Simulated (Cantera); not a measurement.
Input (Python, Cantera):

```python
import numpy as np
import cantera as ct

gas = ct.Solution("h2o2.yaml")
gas.TPX = 948, 12000, {'H2': 4, 'O2': 1, 'N2': 17}
reactor = ct.IdealGasConstPressureReactor(gas, energy="off", clone=False)
net = ct.ReactorNet([reactor])
net.rtol, net.atol = 1e-08, 1e-18
show = ['H2', 'O2', 'HO2', 'H', 'H2O']
times = np.geomspace(0.0003, 2, 15)

steps = ct.SolutionArray(gas, extra=["t"])
rows = []
print(f"{'t/s':>10s}{'T/K':>9s}{'P/Pa':>11s}" + "".join(f"{s:>11s}" for s in show))
for t in times:
    while net.time < t:
        t_next = net.step()
        steps.append(gas.state, t=t_next)
    rows.append([np.interp(t, steps.t, y) for y in (steps.T, steps.P, *steps(*show).X.T)])
    print(f"{t:10.3e}{rows[-1][0]:9.1f}{rows[-1][1]:11.4g}" + "".join(f"{x:11.3e}" for x in rows[-1][2:]))
rate = np.gradient(steps.T, steps.t)
print("integrator steps:", len(steps.t))
if steps.T.max() > steps.T[0] + 200:
    print(f"time of steepest temperature rise: {steps.t[rate.argmax()]:.4e} s")
gas.TPX = 948, 12000, {'H2': 4, 'O2': 1, 'N2': 17}
gas.equilibrate("TP")
print(f"equilibrium (TP): T = {gas.T:.1f} K  " + "  ".join(f"{s} {gas[s].X[0]:.3e}" for s in show))
```

It prints:

```
       t/s      T/K       P/Pa         H2         O2        HO2          H        H2O
 3.000e-04    948.0    1.2e+04  1.818e-01  4.545e-02  5.392e-11  7.637e-11  3.730e-11
 5.627e-04    948.0    1.2e+04  1.818e-01  4.545e-02  1.195e-10  2.477e-10  1.979e-10
 1.055e-03    948.0    1.2e+04  1.818e-01  4.545e-02  4.065e-10  1.501e-09  1.640e-09
 1.979e-03    948.0    1.2e+04  1.818e-01  4.545e-02  6.491e-09  3.536e-08  4.292e-08
 3.713e-03    948.0    1.2e+04  1.818e-01  4.544e-02  1.760e-06  1.293e-05  1.629e-05
 6.963e-03    948.0    1.2e+04  8.333e-02  5.040e-03  8.840e-07  4.039e-02  8.191e-02
 1.306e-02    948.0    1.2e+04  8.827e-02  3.413e-06  6.424e-10  1.276e-02  9.460e-02
 2.449e-02    948.0    1.2e+04  9.236e-02  3.597e-07  6.846e-11  5.262e-03  9.498e-02
 4.594e-02    948.0    1.2e+04  9.387e-02  7.605e-08  1.471e-11  2.498e-03  9.512e-02
 8.617e-02    948.0    1.2e+04  9.455e-02  1.885e-08  3.754e-12  1.257e-03  9.518e-02
 1.616e-01    948.0    1.2e+04  9.488e-02  5.022e-09  1.054e-12  6.508e-04  9.521e-02
 3.031e-01    948.0    1.2e+04  9.505e-02  1.394e-09  3.194e-13  3.416e-04  9.522e-02
 5.685e-01    948.0    1.2e+04  9.514e-02  3.982e-10  1.050e-13  1.806e-04  9.523e-02
 1.066e+00    948.0    1.2e+04  9.519e-02  1.171e-10  3.787e-14  9.588e-05  9.523e-02
 2.000e+00    948.0    1.2e+04  9.521e-02  3.575e-11  1.499e-14  5.100e-05  9.524e-02
integrator steps: 2170
equilibrium (TP): T = 948.0 K  H2 9.524e-02  O2 2.456e-21  HO2 2.501e-25  H 4.702e-10  H2O 9.524e-02
```

Detailed kinetics in Cantera: the H2/O2 subset of GRI-Mech 3.0, which has no nitrogen chemistry. Radical loss at walls, strong at low pressure, is not modelled. Below about 950 K walls govern HO2 and H2O2 in real vessels. The temperature is held fixed by assumption; the heat of reaction is taken as removed at once.
